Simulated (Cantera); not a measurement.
Input (Python, Cantera) and output of one run.

```python
import numpy as np
import cantera as ct

gas_names = [...]  # 113 gases of nasa_gas.yaml made of C, H, O, Pb
cond_names = """
    C(gr) C6H6(L) C7H8(L) C8H18(L),n-octa H2O(s) H2O(L) Pb(cr) Pb(L) PbO(rd) PbO(yw) PbO(L) PbO2(s)
    Pb3O4(s)
""".split()


# ... load() reads the species with a 1 bar reference pressure and builds the phases ...
atoms = {
    'Pb': {'Pb': 1},
    'O2': {'O': 2},
    'H2': {'H': 2},
    'CO': {'C': 1, 'O': 1},
}
top_T = {'C(gr)': 4500, 'Pb3O4(s)': 820}  # K; cautious upper limits of use, not melting points


# ... equilibrate(T, P, feed) seeds the gas with the atoms and calls Mixture.equilibrate('TP', solver="vcs", rtol=1e-11, max_steps=5000) ...
results = []
feed = {'Pb': 1, 'O2': 0.13, 'H2': 11, 'CO': 0.28}  # mol
T = 1150  # K
P = 35000  # Pa
mix = equilibrate(T, P, feed)
results.append((T, P, feed, dict(zip(mix.species_names, mix.species_moles))))
print(gas.report(threshold=1e-06))
for i in range(1, mix.n_phases):
    print(f"{mix.phase(i).name:16s} {mix.phase_moles(i):12.5e} mol")
```

Result:

```
       temperature   1150 K
          pressure   35000 Pa
           density   0.011713 kg/m^3
  mean mol. weight   3.1998 kg/kmol
   phase of matter   gas

                          1 kg             1 kmol
                     ---------------   ---------------
          enthalpy        5.3966e+06        1.7268e+07  J
   internal energy        2.4084e+06        7.7064e+06  J
           entropy             57651        1.8447e+05  J/K
    Gibbs function       -6.0902e+07       -1.9487e+08  J
 heat capacity c_p            9759.5             31228  J/K
 heat capacity c_v            7161.1             22914  J/K

                      mass frac. Y      mole frac. X     chem. pot. / RT
                     ---------------   ---------------   ---------------
               CH4        0.00062014        0.00012369           -43.753
                CO           0.21184            0.0242           -42.309
               CO2         0.0066709        0.00048502           -78.792
                H2            0.5996           0.95169           -18.964
               H2O           0.12766          0.022675           -55.447
                Pb          0.053604        0.00082781           -10.348
     [ +107 minor]        2.4519e-06        1.4621e-07

C(gr)             0.00000e+00 mol
Pb(L)             9.90657e-01 mol
PbO(yw)           0.00000e+00 mol
PbO2(s)           0.00000e+00 mol
```

Equilibrium computed with Cantera from the NASA thermochemical tables; the gas is ideal and each condensed phase is pure.
